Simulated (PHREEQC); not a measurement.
1 kg of water holding 0.037 mol Na2CO3, 0.073 mol NaCl and 0.32 mol KCl is evaporated at 30 °C; the solids stay in contact with the brine. CO2 from the air is kept out. The run lets Halite, Kalicinite, Nahcolite, Natron, Sylvite, Trona precipitate or redissolve, and no other solid.

All values are PHREEQC results (Pitzer model, pitzer.dat), not measurements.

```csv
water left (kg),ionic strength,water activity,Sylvite (mol)
1,0.502,0.986,0
0.8219,0.611,0.983,0
0.6755,0.744,0.979,0
0.4563,1.10,0.969,0
0.3751,1.34,0.962,0
0.3083,1.63,0.954,0
0.2534,1.99,0.944,0
0.2082,2.42,0.931,0
0.1407,3.58,0.896,0
0.1156,4.35,0.872,0
0.09505,5.30,0.841,0
0.07811,6.45,0.803,0
0.06421,6.86,0.791,0.0636
0.05279,7.25,0.782,0.121
0.03567,8.31,0.754,0.207
0.02933,9.03,0.734,0.239
0.02411,9.92,0.708,0.265
0.01982,10.8,0.689,0.280
0.0163,11.5,0.681,0.288
0.01103,13.7,0.659,0.301
0.006296,13.8,0.657,0.309
0.002088,13.8,0.657,0.316
```

Sylvite from water left = 0.06421 kg (pH 11.49); Halite from water left = 0.01982 kg (pH 11.74); Natron from water left = 0.006296 kg (pH 12.03).
